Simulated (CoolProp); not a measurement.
n-decane along the isobar 120 bar: Z from the reference equation and from simpler models built on Tc = 344.5 °C, pc = 21.01 bar, ω = 0.488; each cubic takes its own stable root.

Model: reference Helmholtz-energy equation of state, Lemmon 2006, in CoolProp. It is a short technical equation, of lower accuracy than the large ones.

```json
[
 {"T (°C)": "39.45", "phase": "liquid", "reference": "0.9059", "van der Waals": "1.631", "Redlich-Kwong": "1.128", "Soave-Redlich-Kwong": "1.093"},
 {"T (°C)": "58.65", "phase": "liquid", "reference": "0.8701", "van der Waals": "1.553", "Redlich-Kwong": "?", "Soave-Redlich-Kwong": "1.043"},
 {"T (°C)": "77.85", "phase": "liquid", "reference": "0.8388", "van der Waals": "1.484", "Redlich-Kwong": "1.035", "Soave-Redlich-Kwong": "0.9987"},
 {"T (°C)": "97.05", "phase": "liquid", "reference": "0.8113", "van der Waals": "1.423", "Redlich-Kwong": "0.9970", "Soave-Redlich-Kwong": "?"},
 {"T (°C)": "116.15", "phase": "liquid", "reference": "0.7874", "van der Waals": "1.369", "Redlich-Kwong": "0.9639", "Soave-Redlich-Kwong": "0.9272"},
 {"T (°C)": "135.35", "phase": "liquid", "reference": "0.7664", "van der Waals": "1.320", "Redlich-Kwong": "0.9346", "Soave-Redlich-Kwong": "0.8981"},
 {"T (°C)": "154.55", "phase": "liquid", "reference": "0.7481", "van der Waals": "1.276", "Redlich-Kwong": "?", "Soave-Redlich-Kwong": "0.8729"},
 {"T (°C)": "173.75", "phase": "liquid", "reference": "0.7322", "van der Waals": "1.236", "Redlich-Kwong": "0.8863", "Soave-Redlich-Kwong": "0.8513"},
 {"T (°C)": "192.95", "phase": "liquid", "reference": "0.7187", "van der Waals": "1.200", "Redlich-Kwong": "0.8666", "Soave-Redlich-Kwong": "0.8330"},
 {"T (°C)": "212.15", "phase": "liquid", "reference": "0.7072", "van der Waals": "1.167", "Redlich-Kwong": "0.8495", "Soave-Redlich-Kwong": "0.8177"},
 {"T (°C)": "231.25", "phase": "liquid", "reference": "0.6978", "van der Waals": "1.138", "Redlich-Kwong": "0.8348", "Soave-Redlich-Kwong": "0.8054"},
 {"T (°C)": "250.45", "phase": "liquid", "reference": "0.6903", "van der Waals": "1.111", "Redlich-Kwong": "0.8222", "Soave-Redlich-Kwong": "0.7957"},
 {"T (°C)": "269.65", "phase": "liquid", "reference": "0.6847", "van der Waals": "1.087", "Redlich-Kwong": "0.8116", "Soave-Redlich-Kwong": "0.7888"},
 {"T (°C)": "288.85", "phase": "liquid", "reference": "0.6810", "van der Waals": "1.065", "Redlich-Kwong": "0.8029", "Soave-Redlich-Kwong": "0.7846"},
 {"T (°C)": "308.05", "phase": "liquid", "reference": "0.6792", "van der Waals": "1.045", "Redlich-Kwong": "0.7960", "Soave-Redlich-Kwong": "0.7830"}
]
```

Question: Some entries are withheld; supply them.

Answer: 
- 58.65, Redlich-Kwong: 1.079
- 97.05, Soave-Redlich-Kwong: 0.9604
- 154.55, Redlich-Kwong: 0.9088
